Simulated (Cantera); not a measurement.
An isothermal, constant-pressure homogeneous reactor starts with CO : O2 : H2O : N2 = 0.0036 : 0.05 : 0.041 : 1 (molar parts), at 973 K and 26000 Pa. Integrator tolerance rtol = 1e-08.

Detailed kinetics in Cantera: GRI-Mech 3.0 (53 species, 325 reactions).

Problem. What does this change do: 0.066 parts CH4 added?

Solution. 
```
quantity                                            before                                   after
----------------  ----------------------------------------  --------------------------------------
x(CO) at 10.0 s     2.29e-7 (gas-phase equilibrium <1e-12)  0.00310 (gas-phase equilibrium 0.0345)
x(O2) at 10.0 s      0.0441 (gas-phase equilibrium 0.0441)   0.0431 (gas-phase equilibrium <1e-12)
x(H2O) at 10.0 s     0.0375 (gas-phase equilibrium 0.0375)   0.0353 (gas-phase equilibrium 0.0388)
x(NO) at 10.0 s   3.98e-10 (gas-phase equilibrium 1.15e-5)   <1e-12 (gas-phase equilibrium <1e-12)
x(CO2) at 10.0 s   0.00329 (gas-phase equilibrium 0.00329)  1.77e-6 (gas-phase equilibrium 0.0215)
```
Below about 1000 K GRI-Mech 3.0 lacks low-temperature oxidation paths. The temperature is held fixed by assumption; the heat of reaction is taken as removed at once.
